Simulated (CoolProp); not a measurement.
m-xylene along the isobar 15.5 bar: density (kg/m³) from the reference equation and from simpler models built on Tc = 616.9 K, pc = 35.35 bar, ω = 0.326; each cubic takes its own stable root.

Values from CoolProp's reference Helmholtz-energy equation of state, Zhou 2012.

```json
[
 {"T (K)": "242", "phase": "liquid", "reference": "908.1"},
 {"T (K)": "252", "phase": "liquid", "reference": "899.8"},
 {"T (K)": "262", "phase": "liquid", "reference": "891.5"},
 {"T (K)": "272", "phase": "liquid", "reference": "883.1"},
 {"T (K)": "282", "phase": "liquid", "reference": "874.7"},
 {"T (K)": "292", "phase": "liquid", "reference": "866.2"},
 {"T (K)": "302", "phase": "liquid", "reference": "857.7"},
 {"T (K)": "312", "phase": "liquid", "reference": "849.1"},
 {"T (K)": "322", "phase": "liquid", "reference": "840.5"},
 {"T (K)": "332", "phase": "liquid", "reference": "831.7"}
]
```

Problem. How far does each simpler model (van der Waals, Redlich-Kwong, Soave-Redlich-Kwong, Peng-Robinson) lie from the reference over these 10 states: mean and median of the absolute difference, and the worst?

Solution. 
- van der Waals: mean 43.6 %, median 43.6 %, worst -44.0 % at 242 K and 15.5 bar
- Redlich-Kwong: mean 16.3 %, median 16.3 %, worst -16.7 % at 242 K and 15.5 bar
- Soave-Redlich-Kwong: mean 14.3 %, median 14.2 %, worst -15.3 % at 242 K and 15.5 bar
- Peng-Robinson: mean 3.7 %, median 3.7 %, worst -5.0 % at 242 K and 15.5 bar
